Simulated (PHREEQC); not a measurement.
**Ultrapure water in contact with air or piping: an equilibrium model**

Model water analysis in mg/kgw, 25 °C, pH 6.6, pe 11.7: Na 0.00429; K 0.0224; Ca 0.0154; Mg 0.00241; Cl 0.0137; S(6) as SO4 0.0177; Alkalinity as HCO3 0.0569; Ba 0.000922.

Valence states are taken as typed.

Equilibrium calculation in PHREEQC: ion-association model, phreeqc.dat.

Precipitation was switched off in this run.

Task: Estimate the charge-balance error.

Result: charge-balance error 1.3 %.

Task: In which forms is C present?

Result: HCO3- 64 %, CO2 36 % of the C.
